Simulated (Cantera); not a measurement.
Low-pressure radical oxidation in H2/O2

An isothermal, constant-pressure homogeneous reactor starts with H₂ : O₂ : N₂ = 0.14 : 1 : 0.39 (molar parts), at 1000 K and 490 Pa.

Computed with Cantera and GRI-Mech 3.0 (53 species, 325 reactions). Radical loss at walls, strong at low pressure, is not modelled. The temperature is held fixed by assumption; the heat of reaction is taken as removed at once.

```csv
t (s),x H₂,x O₂,x OH,x NO,x H₂O,x N₂O,x H₂O₂
6.00e-5,0.0915,0.654,<1e-12,<1e-12,<1e-12,<1e-12,<1e-12
0.000350,0.0915,0.654,1.28e-11,<1e-12,1.20e-11,<1e-12,<1e-12
0.00204,0.0915,0.654,3.65e-10,<1e-12,1.55e-9,<1e-12,<1e-12
0.0119,0.0905,0.653,0.000137,<1e-12,0.000754,<1e-12,9.16e-10
0.0693,0.00189,0.617,0.00192,1.96e-7,0.0832,6.33e-10,4.23e-8
0.404,0.000155,0.635,0.000523,2.78e-7,0.0952,1.22e-9,5.70e-8
2.35,3.64e-6,0.637,8.18e-5,2.78e-7,0.0958,1.50e-9,2.22e-8
13.7,1.97e-7,0.637,1.98e-5,2.78e-7,0.0959,1.57e-9,5.03e-9
80.0,2.05e-8,0.637,6.51e-6,2.78e-7,0.0959,1.59e-9,1.08e-9
```
x: mole fraction; the columns are a selection and need not sum to one.

Equilibrium at this temperature and pressure: H₂ 1.51e-10, O₂ 0.637, OH 5.63e-7, NO 3.19e-5, H₂O 0.0959, N₂O 1.07e-10, H₂O₂ 1.51e-11 (gas phase only).
